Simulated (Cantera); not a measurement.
## Adiabatic ignition

An adiabatic, constant-pressure homogeneous reactor starts with CH4 : O2 : N2 : H2O = 1 : 1.11 : 12.2 : 1.7 (molar parts), at 1375 K and 1.10 bar.

Cantera simulation using GRI-Mech 3.0 (53 species, 325 reactions); the numbers are that mechanism's predictions, not measurements.

| t (s) | T (K) | x CH4 | x O2 | x H2O | x CO | x C2H4 |
|---|---|---|---|---|---|---|
| 2.00e-6 | 1375 | 0.0625 | 0.0693 | 0.106 | <1e-12 | <1e-12 |
| 5.51e-6 | 1375 | 0.0625 | 0.0693 | 0.106 | <1e-12 | <1e-12 |
| 1.52e-5 | 1375 | 0.0625 | 0.0693 | 0.106 | <1e-12 | <1e-12 |
| 4.18e-5 | 1375 | 0.0625 | 0.0693 | 0.106 | 5.57e-12 | 4.18e-12 |
| 0.000115 | 1375 | 0.0625 | 0.0693 | 0.106 | 1.29e-10 | 1.23e-10 |
| 0.000317 | 1375 | 0.0625 | 0.0693 | 0.106 | 4.08e-9 | 4.38e-9 |
| 0.000875 | 1375 | 0.0624 | 0.0693 | 0.106 | 1.70e-7 | 1.54e-7 |
| 0.00241 | 1375 | 0.0623 | 0.0693 | 0.106 | 4.83e-6 | 2.31e-6 |
| 0.00664 | 1377 | 0.0618 | 0.0690 | 0.107 | 8.45e-5 | 2.31e-5 |
| 0.0183 | 1405 | 0.0555 | 0.0649 | 0.111 | 0.00231 | 0.000727 |
| 0.0504 | 1910 | 0.000275 | 8.92e-8 | 0.153 | 0.0377 | 3.15e-7 |
| 0.139 | 1908 | 4.76e-7 | 9.11e-8 | 0.152 | 0.0385 | 8.10e-11 |
| 0.383 | 1908 | 7.40e-12 | 9.24e-8 | 0.152 | 0.0385 | <1e-12 |
| 1.05 | 1908 | 7.29e-12 | 9.25e-8 | 0.152 | 0.0385 | <1e-12 |
| 2.90 | 1908 | 7.22e-12 | 9.26e-8 | 0.152 | 0.0385 | <1e-12 |
| 8.00 | 1908 | 7.19e-12 | 9.26e-8 | 0.152 | 0.0385 | <1e-12 |
x: mole fraction; the columns are a selection and need not sum to one.

```json
{
  "time_of_steepest_temperature_rise": "23.7 ms",
  "temperature at 8.00 s": "1908 K",
  "equilibrium_temperature": "1908 K",
  "x(CH4) at 8.00 s": "7.19e-12 (gas-phase equilibrium 8.46e-12)",
  "x(O2) at 8.00 s": "9.26e-8 (gas-phase equilibrium 9.26e-8)",
  "x(H2O) at 8.00 s": "0.152 (gas-phase equilibrium 0.152)"
}
```
